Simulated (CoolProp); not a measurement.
Vapour-liquid equilibrium of R134a (1) + R236FA (2) at 0.00206 MPa; x and y are mole fractions of (1).

The numbers come from the multi-fluid Helmholtz-energy mixture model, Tillner-Roth 1994 and Pan 2012; pair parameters Bell 2016 in CoolProp.

### Question
Give the bubble temperature and the first vapour's composition at x = 0.05, 0.2, 0.5. Is there an azeotrope?

### Answer
x = 0.05: 203.5 K, y = 0.201; x = 0.2: 198.7 K, y = 0.557; x = 0.5: 192.5 K, y = 0.844. No azeotrope shows between x = 0.05 and 0.95.

Pair parameters are fitted to limited data, so mixtures are less certain than the pure fluids.
